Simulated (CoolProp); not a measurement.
Vapour pressure (MPa) of sulfur hexafluoride: the reference equation beside estimates from Tc = 45.6 °C, pc = 3.755 MPa, ω = 0.210.

Values from CoolProp's reference Helmholtz-energy equation of state, Guder 2009.

```tsv
T (°C)	reference	van der Waals	Soave-Redlich-Kwong	Peng-Robinson
-43.85	0.2930	0.8643	0.2987	0.2970
-41.65	…	0.9064	0.3259	0.3237
-39.35	0.3494	0.9518	0.3563	0.3536
-37.15	0.3798	0.9965	0.3873	0.3841
-34.85	0.4136	1.045	…	0.4181
-32.65	0.4481	1.092	0.4570	…
-30.35	0.4863	1.143	0.4961	0.4911
-28.15	0.5252	1.194	0.5357	0.5301
-25.85	…	1.248	0.5797	0.5733
-23.65	0.6117	1.301	0.6242	0.6171
-21.45	0.6577	1.356	0.6712	0.6633
-19.15	0.7085	…	0.7230	0.7144
-16.95	0.7597	1.472	0.7754	0.7659
-14.65	0.8162	1.533	0.8330	0.8228
```

Problem. Some entries are withheld; supply them.

Solution. 
- -41.65, reference: 0.3197
- -34.85, Soave-Redlich-Kwong: 0.4218
- -32.65, Peng-Robinson: 0.4527
- -25.85, reference: 0.5682
- -19.15, van der Waals: 1.414

Absolute difference from the reference over all 14 rows, mean and median: van der Waals 135.1 and 131.2 %, Soave-Redlich-Kwong 2.0 and 2.0 %, Peng-Robinson 1.0 and 1.0 %.
